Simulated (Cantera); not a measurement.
An adiabatic, constant-volume homogeneous reactor starts with CH₄ : O₂ : N₂ = 1 : 2.08 : 7.83 (molar parts), at 1098 K and 22.0 bar.

Computed with Cantera and GRI-Mech 3.0 (53 species, 325 reactions). The pressure lies above the range GRI-Mech 3.0 was tuned for (to about 10 atm).

Q: Predict: time of steepest temperature rise; temperature at 0.100 s; equilibrium temperature; x(O₂) at 0.100 s; x(NO) at 0.100 s; x(CH₂O) at 0.100 s.

A: 
```json
{
 "time_of_steepest_temperature_rise": "7.13 ms",
 "temperature at 0.100 s": "2988 K",
 "equilibrium_temperature": "2988 K",
 "x(O₂) at 0.100 s": "0.0136 (gas-phase equilibrium 0.0136)",
 "x(NO) at 0.100 s": "0.0113 (gas-phase equilibrium 0.0113)",
 "x(CH₂O) at 0.100 s": "4.49e-9 (gas-phase equilibrium 4.49e-9)"
}
```
